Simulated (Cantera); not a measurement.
Input: 1 mol PbO, 7.1 mol C, 0.098 mol CO, at 1950 K and 61.5 Torr.

These are equilibrium values from Cantera (NASA tables, ideal gas, pure condensed phases), not measurements of a reactor. Candidate condensed phases: C, Pb, PbO, PbO2, Pb3O4; 15 gas species. Rates play no part.

Base state: CO 0.523, Pb 0.476, Pb2 0.000100 (mole fractions); condensed: C(graphite).

Question: What changes in the equilibrium state with this change: PbO replaced by Fe3O4?

Answer: 
```json
[
 {"species": "CO", "before": "0.523", "after": "0.997"},
 {"species": "Fe", "before": "0", "after": "0.00250"},
 {"species": "Pb", "before": "0.476", "after": "0"},
 {"species": "Pb2", "before": "0.000100", "after": "0"},
 {"species": "C(graphite), mol", "before": "6.10", "after": "3.10"},
 {"species": "Fe(l), mol", "before": "0", "after": "2.99"}
]
```
Iron dissolves carbon and melts from about 1420 K in contact with it, which pure phases cannot show. Condensed phases not in the tables: cementite and carbon dissolved in iron. Further candidate phases: Fe, Fe(CO)5, FeO, Fe2O3, Fe3O4.
